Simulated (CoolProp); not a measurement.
Vapour-liquid equilibrium of methane (1) + ethylene (2) at 227 kPa; x and y are mole fractions of (1).

Model: multi-fluid Helmholtz-energy mixture model, Setzmann 1991 and Smukala 2000; pair parameters Bell 2016, in CoolProp.

```csv
x,bubble temperature (K),y at the bubble point,dew temperature at overall composition x (K),liquid density (mol/L)
0.05,169.3,0.562,183.4,20.34
0.2,(withheld),0.932,180.0,22.00
0.35,135.0,(withheld),176.1,22.91
0.5,130.5,(withheld),(withheld),23.59
0.65,(withheld),0.992,165.7,24.17
0.8,125.4,0.996,157.5,24.68
0.95,(withheld),0.999,141.2,25.16
```

Question: Complete the blanks.

Answer: 
- 0.2, bubble temperature (K): 144.4
- 0.35, y at the bubble point: 0.975
- 0.5, y at the bubble point: 0.986
- 0.5, dew temperature at overall composition x (K): 171.5
- 0.65, bubble temperature (K): 127.6
- 0.95, bubble temperature (K): 123.2

No azeotrope shows between x = 0.05 and 0.95.

Pair parameters are fitted to limited data, so mixtures are less certain than the pure fluids.
